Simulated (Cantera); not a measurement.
A perfectly stirred reactor is fed with H₂ : O₂ : N₂ = 1.9 : 1 : 1.4 (molar parts), at 1.00 bar; it is held at 1198 K, and followed from long to short residence time.

Detailed kinetics in Cantera: GRI-Mech 3.0 (53 species, 325 reactions). The temperature is held fixed by assumption; the heat of reaction is taken as removed at once.

x: mole fraction; the columns are a selection and need not sum to one.

```csv
τ (s),x H₂,x O₂,x NO,x H,x NO₂,x O
5.9,0.000835,0.0153,4.14e-8,1.23e-6,8.31e-9,?
1.8,0.00159,0.0157,4.63e-8,3.64e-6,5.22e-9,?
0.54,0.00271,0.0162,4.97e-8,1.10e-5,2.68e-9,?
0.16,0.00421,0.0170,6.30e-8,3.40e-5,1.42e-9,?
0.050,0.00646,0.0180,1.00e-7,9.99e-5,9.64e-10,?
0.015,0.0107,0.0201,1.87e-7,0.000293,7.92e-10,?
0.0046,0.0184,0.0239,3.39e-7,0.000792,7.21e-10,?
0.0014,0.0317,0.0306,5.59e-7,0.00199,6.79e-10,?
0.00042,0.0540,0.0419,8.24e-7,0.00470,6.39e-10,?
0.00013,0.0882,0.0594,1.07e-6,0.0102,5.79e-10,?
```

### Question
What belongs in the gaps?

### Answer

- 5.9, x O: 3.67e-7
- 1.8, x O: 1.04e-6
- 0.54, x O: 3.03e-6
- 0.16, x O: 9.07e-6
- 0.050, x O: 2.52e-5
- 0.015, x O: 6.73e-5
- 0.0046, x O: 0.000161
- 0.0014, x O: 0.000362
- 0.00042, x O: 0.000777
- 0.00013, x O: 0.00157
